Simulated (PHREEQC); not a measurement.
Make-up at 25 °C: 5.2 mol/kgw NaBr, 0.075 mol/kgw BaCl2 and 0.2 mol/kgw MgCl2. Closed to the air; pH follows from the charge balance.

All values are PHREEQC results (Pitzer model, pitzer.dat), not measurements.

```tsv
quantity	before	after
MgOH+ (mol/kgw)	9.00e-7	4.81e-7
SI of Halite (NaCl)	-1.05	-0.13
SI of Bischofite (MgCl2:6H2O)	-5.83	-4.23
```

Task: Name the change that produced these shifts.
(A) BaCl2 from 0.075 to 0.15 mol/kgw
(B) BaCl2 left out
(C) BaCl2 from 0.075 to 0.112 mol/kgw
(D) NaBr replaced by NaCl at the same molality
(E) MgCl2 from 0.2 to 0.3 mol/kgw

Result: D, NaBr replaced by NaCl at the same molality

This is a speciation only: nothing precipitates in the calculation.
